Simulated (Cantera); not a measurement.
Mixture: CH4 : O2 : N2 = 1 : 2.44 : 9.17 (molar parts), equivalence ratio 0.82, at 3830 Torr, adiabatic and at constant pressure. Ignition delay is the time to a rise of 400 K.

Computed with Cantera and GRI-Mech 3.0 (53 species, 325 reactions).

Q: What does this change do: pressure from 3830 Torr to 760 Torr?

A: 
| quantity | before | after |
|---|---|---|
| delay at 1275 K | 3.48 ms | 14.5 ms |
| delay at 1475 K | 0.390 ms | 1.38 ms |
| delay at 1675 K | 65.7 µs | 0.246 ms |
| delay at 1875 K | 16.8 µs | 70.6 µs |
| delay at 2075 K | 6.01 µs | 27.0 µs |
| apparent activation energy between 1875 and 2075 K | 170 kJ/mol | 160 kJ/mol |
